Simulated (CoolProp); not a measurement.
Model: reference Helmholtz-energy equation of state, Fiedler 2023, in CoolProp.

Give the vapour pressure (bar), liquid density (kg/m³), vapour density (kg/m³), enthalpy of vaporisation (kJ/kg) of saturated tetrahydrofuran at 203.95 °C.


```tsv
T (°C)	p (bar)	liquid density (kg/m³)	vapour density (kg/m³)	enthalpy of vaporisation (kJ/kg)
203.95	21.6	640	53.6	273
```
